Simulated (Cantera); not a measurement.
Charge: 1 mol C6H6, 1.6 mol H2O, 8.3 mol H2, held at 75.0 Torr.

These are equilibrium values from Cantera (NASA tables, ideal gas, pure condensed phases), not measurements of a reactor. Candidate condensed phases: C, C6H6, C7H8, C8H18, H2O; 110 gas species. The numbers say what is thermodynamically allowed, not how fast it happens. All values below are at 1975 K.

Base state: H2 0.885, CO 0.110, H 0.00407, C2H2 (acetylene) 0.000575, CH4 3.56e-5 (mole fractions); condensed: C(graphite).

### Question
What changes in the equilibrium state with this change: H2O from 1.6 to 0.058 mol?

### Answer
```
species             before     after
----------------  --------  --------
H2                   0.885     0.990
CO                   0.110   0.00507
H                  0.00407   0.00431
CH4                3.56e-5   4.45e-5
C2H2 (acetylene)  0.000575  0.000643
C(graphite), mol      4.38      5.93
```
